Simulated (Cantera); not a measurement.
**Thermodynamics of hydrogen reduction and annealing atmospheres, feed Fe2O3 + H2 + N2**

Charge: 1 mol Fe2O3, 0.98 mol H2, 5.8 mol N2, at 0.0133 bar.

These are equilibrium values from Cantera (NASA tables, ideal gas, pure condensed phases), not measurements of a reactor. Candidate condensed phases: Fe, FeO, Fe(OH)2, Fe(OH)3, Fe2O3, Fe3O4, H2O; 27 gas species. Mutual solubility and eutectic melting of coexisting phases are not modelled. The tables' stoichiometric FeO is somewhat more stable than real wüstite, so its field is too wide. FeO: taken at fixed stoichiometry. Kinetics and transport are ignored.

From 1275 K to 1575 K the condensed part is FeO(s) + Fe3O4(s). At 1675 K the condensed part is FeO(l) + Fe3O4(s). From 1775 K to 1875 K the condensed part is FeO(l). The main Fe-bearing gas is Fe(OH)2 at 1275 K and Fe at 1875 K.

| T (K) | log p N2 | log p H2O | log p H2 | log p O2 | log p OH | log p NO | log p H | n FeO(s) | n Fe3O4(s) | n FeO(l) |
|---|---|---|---|---|---|---|---|---|---|---|
| 1275 | -1.94 | -2.73 | -4.22 | -11.53 | -8.68 | -9.82 | -8.24 | 1.85 | 0.0505 | 0 |
| 1375 | -1.94 | -2.73 | -4.32 | -9.83 | -7.77 | -8.70 | -7.63 | 1.87 | 0.0441 | 0 |
| 1475 | -1.94 | -2.72 | -4.41 | -8.36 | -6.99 | -7.73 | -7.09 | 1.88 | 0.0397 | 0 |
| 1575 | -1.94 | -2.72 | -4.49 | -7.08 | -6.30 | -6.88 | -6.63 | 1.89 | 0.0362 | 0 |
| 1675 | -1.94 | -2.72 | -4.60 | -5.88 | -5.67 | -6.10 | -6.23 | 0 | 0.0308 | 1.91 |
| 1775 | -1.94 | -2.72 | -4.78 | -4.63 | -5.08 | -5.31 | -5.93 | 0 | 0 | 2.00 |
| 1875 | -1.94 | -2.73 | -4.45 | -4.52 | -4.80 | -5.12 | -5.41 | 0 | 0 | 2.00 |
log p: log10 of the partial pressure in bar; n: condensed amount in mol.
